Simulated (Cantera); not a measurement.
A closed system holds: 1 mol H2S, 3.9 mol H2, 7.5 mol O2, equilibrated at 233 Torr.

Equilibrium computed with Cantera from the NASA thermochemical tables; the gas is ideal and each condensed phase is pure. Candidate condensed phases: H2O, H2SO4, S; 19 gas species. The numbers say what is thermodynamically allowed, not how fast it happens. All values below are at 1325 K.

Base state: H2O 0.493, O2 0.406, SO2 0.0971, SO3 0.00356, OH 4.90e-5 (mole fractions); condensed: gas only.

**Question.** What changes in the equilibrium state with this change: H2 from 3.9 to 0.089 mol?

**Answer.** 
| species | before | after |
|---|---|---|
| O2 | 0.406 | 0.740 |
| H2O | 0.493 | 0.136 |
| SO2 | 0.0971 | 0.119 |
| SO3 | 0.00356 | 0.00587 |
| OH | 4.90e-5 | 2.98e-5 |

**Question.** What changes in the equilibrium state with this change: O2 from 7.5 to 2.7 mol?

**Answer.** 
```
species   before     after
-------  -------  --------
H2O        0.493     0.816
SO2       0.0971    0.0801
H2       1.87e-7    0.0364
O2         0.406     <1e-9
H2S        <1e-9    0.0344
S2         <1e-9    0.0321
S2O        <1e-9  0.000833
SH         <1e-9  0.000252
SO3      0.00356   2.49e-8
SO       3.93e-9  0.000382
```
